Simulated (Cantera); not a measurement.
Input: 1 mol H₂S, 0.56 mol O₂, held at 2800 K and 0.000400 bar.

Method: chemical equilibrium by Gibbs-energy minimisation in Cantera with the NASA 1993 tables (ideal gas, pure condensed phases). Candidate condensed phases: H₂O, H₂SO₄, S; 19 gas species. Equilibrium is a limit: real reactors are often held back by kinetics, nucleation or transport.

Base state: H 0.490, O 0.213, S 0.205, SO 0.0548, H₂ 0.0144, OH 0.00994, O₂ 0.00617, SO₂ 0.00327 (mole fractions); condensed: gas only.

### Question
What changes in the equilibrium state with this change: H₂S replaced by S?

### Answer
| species | before | after |
|---|---|---|
| O | 0.213 | 0.392 |
| S | 0.205 | 0.378 |
| SO | 0.0548 | 0.186 |
| H | 0.490 | 0 |
| H₂ | 0.0144 | 0 |
| SO₂ | 0.00327 | 0.0204 |
| O₂ | 0.00617 | 0.0209 |
| OH | 0.00994 | 0 |
| H₂O | 0.00104 | 0 |
